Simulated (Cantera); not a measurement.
An isothermal plug-flow reactor at 950 K and 4.20 bar (inlet), inlet velocity 0.34 m/s, active area per volume 4500 1/m; feed 0.485 % CH₄, 10.4 % O₂, 89.1 % N₂.

Cantera simulation using Deutschmann's 1995 Pt surface mechanism with GRI-Mech 3.0 gas chemistry; the numbers are that mechanism's predictions, not measurements. Catalytic surfaces can have several steady states; this one follows from the mechanism file's or the stated starting coverage. Mass transfer to the wall is taken as infinitely fast.

One state of this run: x CH₄ = 1.28e-5; x O₂ = 0.0942; x H₂O = 0.00965; x CO₂ = 0.00482; x CO = 1.24e-8; θ free Pt = 0.0946; θ O* = 0.902; θ OH* = 0.00318. x: gas mole fraction; θ: surface coverage.

Task: Which value of z (m) does it belong to?
A. 0.0046
B. 0.013
C. 0.036
D. 0.0028

Result: C, 0.036
